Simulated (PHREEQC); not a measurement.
30 mol of Arcanite (K2SO4) is brought to equilibrium with 1 kg of water holding 0.21 mol HCl, at 33 °C and several pressures. The system is closed to CO2. The run lets Arcanite precipitate or redissolve, and no other solid.

Base run: PHREEQC, Pitzer model, pitzer.dat. Each further column changes one thing. The table gives pH.

```
P (atm)  base  temperature from 33 to 55 °C  temperature from 33 to 20 °C
-------  ----  ----------------------------  ----------------------------
1        1.73                          2.08                          1.54
50       1.73                          2.08                          1.53
100      1.72                          2.07                          1.53
200      1.71                          2.06                          1.52
300      1.71                          2.05                          1.51
500      1.69                          2.03                          1.51
600      1.68                          2.01                          1.50
800      1.67                          1.99                          1.50
1000     1.66                          1.97                          1.50
```

In brines, pH and single-ion activities rest on the MacInnes convention. Away from 25 °C the constants follow the database's enthalpies or fits; those with neither stay at their 25 °C values.
